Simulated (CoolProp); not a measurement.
1-butene along the isotherm 438.9 K: Z from the reference equation and from simpler models built on Tc = 419.3 K, pc = 4006 kPa, ω = 0.192; each cubic takes its own stable root.

Model: reference Helmholtz-energy equation of state, Lemmon 2005, in CoolProp. It is a short technical equation, of lower accuracy than the large ones.

```csv
p (kPa),phase,reference
5010,supercritical,0.4104
10000,supercritical,0.3842
15000,supercritical,0.5244
20000,supercritical,0.6623
25000,supercritical,0.7968
30000,supercritical,0.9280
35100,supercritical,1.059
40100,supercritical,1.185
```

Problem. How far does each simpler model (van der Waals, Redlich-Kwong, Soave-Redlich-Kwong, Peng-Robinson) lie from the reference over these 8 states: mean and median of the absolute difference, and the worst?

Solution. 
- van der Waals: mean 30.6 %, median 33.9 %, worst +34.3 % at 438.9 K and 40100 kPa
- Redlich-Kwong: mean 5.7 %, median 5.1 %, worst +11.9 % at 438.9 K and 10000 kPa
- Soave-Redlich-Kwong: mean 7.4 %, median 6.9 %, worst +13.8 % at 438.9 K and 10000 kPa
- Peng-Robinson: mean 3.9 %, median 3.8 %, worst -6.4 % at 438.9 K and 40100 kPa
